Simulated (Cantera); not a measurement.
An isothermal, constant-pressure homogeneous reactor starts with C₂H₆ : N₂ = 1 : 10 (molar parts), at 1225 K and 1.00 atm. Integrator tolerance rtol = 1e-08.

Detailed kinetics in Cantera: GRI-Mech 3.0 (53 species, 325 reactions). GRI-Mech 3.0 stops at C3 and has no aromatics, soot or wall deposition, so with more carbon than oxygen in the feed, carbon stays in small species such as C2H2 where larger ones or solid carbon would form.

Q: What does this change do: pressure from 1.00 atm to 0.000681 atm?

A: 
```
quantity                                              before                                     after
-----------------  -----------------------------------------  ----------------------------------------
x(C₂H₆) at 1.00 s   0.000379 (gas-phase equilibrium 6.26e-5)   0.0403 (gas-phase equilibrium 4.55e-10)
x(CH₂) at 1.00 s   8.19e-12 (gas-phase equilibrium 1.07e-12)  2.98e-7 (gas-phase equilibrium 2.64e-12)
x(HCN) at 1.00 s     4.88e-11 (gas-phase equilibrium 0.0450)    6.71e-9 (gas-phase equilibrium 0.0660)
x(C₂H₄) at 1.00 s     0.0347 (gas-phase equilibrium 0.00919)    0.0356 (gas-phase equilibrium 3.80e-5)
x(CH₃) at 1.00 s     2.28e-6 (gas-phase equilibrium 1.58e-6)   0.00133 (gas-phase equilibrium 1.64e-7)
x(H) at 1.00 s       6.79e-7 (gas-phase equilibrium 7.59e-8)   3.46e-5 (gas-phase equilibrium 4.68e-6)
```
Radical loss at walls, strong at low pressure, is not modelled.

Q: What does this change do: N2 10 to 3 parts?

A: 
```csv
quantity,before,after
x(C₂H₆) at 1.00 s,0.000379 (gas-phase equilibrium 6.26e-5),0.00209 (gas-phase equilibrium 0.000353)
x(CH₂) at 1.00 s,8.19e-12 (gas-phase equilibrium 1.07e-12),1.56e-11 (gas-phase equilibrium 2.06e-12)
x(HCN) at 1.00 s,4.88e-11 (gas-phase equilibrium 0.0450),1.22e-11 (gas-phase equilibrium 0.0598)
x(C₂H₄) at 1.00 s,0.0347 (gas-phase equilibrium 0.00919),0.100 (gas-phase equilibrium 0.0340)
x(CH₃) at 1.00 s,2.28e-6 (gas-phase equilibrium 1.58e-6),5.99e-6 (gas-phase equilibrium 3.76e-6)
x(H) at 1.00 s,6.79e-7 (gas-phase equilibrium 7.59e-8),9.28e-7 (gas-phase equilibrium 9.37e-8)
```
